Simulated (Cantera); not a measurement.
Input: 1 mol SiCl4, 0.22 mol HCl, 84 mol H2, at 700 °C and 35.0 mbar.

These are equilibrium values from Cantera (NASA tables, ideal gas, pure condensed phases), not measurements of a reactor. Candidate condensed phases: Si; 19 gas species. The tables' values for SiCl3 are old estimates; treat these amounts as uncertain. Rates play no part.

Base state: H2 0.978, HCl 0.0111, SiCl4 0.00673, SiHCl3 0.00332, SiCl3 0.000219, SiCl2 0.000204, SiH2Cl2 0.000171 (mole fractions); condensed: Si(s).

Task: What changes in the equilibrium state with this change: pressure from 35.0 mbar to 20.0 mbar?

Result: 
| species | before | after |
|---|---|---|
| H2 | 0.978 | 0.977 |
| HCl | 0.0111 | 0.0128 |
| SiCl4 | 0.00673 | 0.00664 |
| SiHCl3 | 0.00332 | 0.00286 |
| SiH2Cl2 | 0.000171 | 0.000129 |
| SiCl2 | 0.000204 | 0.000268 |
| Si(s), mol | 0.0908 | 0.134 |

Task: What changes in the equilibrium state with this change: SiCl4 replaced by Si3H8?

Result: 
```csv
species,before,after
H2,0.978,0.998
HCl,0.0111,0.00232
SiHCl3,0.00332,2.94e-5
SiCl4,0.00673,1.22e-5
SiCl3,0.000219,1.92e-6
SiCl2,0.000204,8.66e-6
SiH2Cl2,0.000171,7.43e-6
"Si(s), mol",0.0908,2.99
```
The feed counts by its element totals alone.

Task: What changes in the equilibrium state with this change: temperature from 700 °C to 900 °C?

Result: 
```tsv
species	before	after
H2	0.978	0.961
HCl	0.0111	0.0331
SiCl2	0.000204	0.00259
SiCl4	0.00673	0.00145
SiHCl3	0.00332	0.000984
SiCl3	0.000219	0.000618
SiH2Cl2	0.000171	8.52e-5
Si(s), mol	0.0908	0.507
```
